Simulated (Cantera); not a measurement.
An adiabatic, constant-volume homogeneous reactor starts with CH₄ : O₂ : N₂ : H₂O = 1 : 3.51 : 13.2 : 0.4 (molar parts), equivalence ratio 0.57, at 1500 K and 1.01 bar. Integrator tolerance rtol = 1e-08.

Detailed kinetics in Cantera: GRI-Mech 3.0 (53 species, 325 reactions).

| quantity | before | after |
|---|---|---|
| time of steepest temperature rise | 0.958 ms | 0.995 ms |
| temperature at 3.00 s | 2629 K | 2467 K |
| equilibrium temperature | 2629 K | 2467 K |
| x(CH₄) at 3.00 s | <1e-12 (gas-phase equilibrium <1e-12) | <1e-12 (gas-phase equilibrium <1e-12) |
| x(O₂) at 3.00 s | 0.0742 (gas-phase equilibrium 0.0742) | 0.0760 (gas-phase equilibrium 0.0760) |
| x(H₂O) at 3.00 s | 0.118 (gas-phase equilibrium 0.118) | 0.123 (gas-phase equilibrium 0.123) |
| x(HCN) at 3.00 s | 4.88e-11 (gas-phase equilibrium 4.88e-11) | 8.63e-12 (gas-phase equilibrium 8.63e-12) |
| x(NO₂) at 3.00 s | 1.01e-5 (gas-phase equilibrium 1.01e-5) | 6.95e-6 (gas-phase equilibrium 6.95e-6) |
| x(HCO) at 3.00 s | 3.61e-9 (gas-phase equilibrium 3.61e-9) | 8.61e-10 (gas-phase equilibrium 8.61e-10) |

### Question
Which change was made?
A) initial temperature 1500 to 975 K
B) initial temperature 1500 to 1650 K
C) constant pressure in place of constant volume
D) N2 13.2 to 22 parts

### Answer
C, constant pressure in place of constant volume
